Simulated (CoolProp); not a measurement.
CH3F (R41) along the isobar 272 bar: density (kg/m³) from the reference equation and from simpler models built on Tc = 317.3 K, pc = 59.06 bar, ω = 0.200; each cubic takes its own stable root.

Values from CoolProp's reference Helmholtz-energy equation of state, Lemmon 2006. It is a short technical equation, of lower accuracy than the large ones.

```csv
T (K),phase,reference
277.8,liquid,754.8
292.5,liquid,723.2
307.2,liquid,690.1
322,supercritical,655.3
336.7,supercritical,619.2
351.4,supercritical,581.8
366.1,supercritical,543.3
380.8,supercritical,504.5
395.6,supercritical,466.0
410.3,supercritical,429.4
425,supercritical,395.6
```

**Question.** How far does each simpler model (van der Waals, Redlich-Kwong, Soave-Redlich-Kwong, Peng-Robinson) lie from the reference over these 11 states: mean and median of the absolute difference, and the worst?

**Answer.** 
- van der Waals: mean 31.5 %, median 33.2 %, worst -41.0 % at 277.8 K and 272 bar
- Redlich-Kwong: mean 18.0 %, median 19.2 %, worst -21.0 % at 277.8 K and 272 bar
- Soave-Redlich-Kwong: mean 20.4 %, median 20.6 %, worst -21.1 % at 366.1 K and 272 bar
- Peng-Robinson: mean 12.4 %, median 12.9 %, worst -13.9 % at 395.6 K and 272 bar
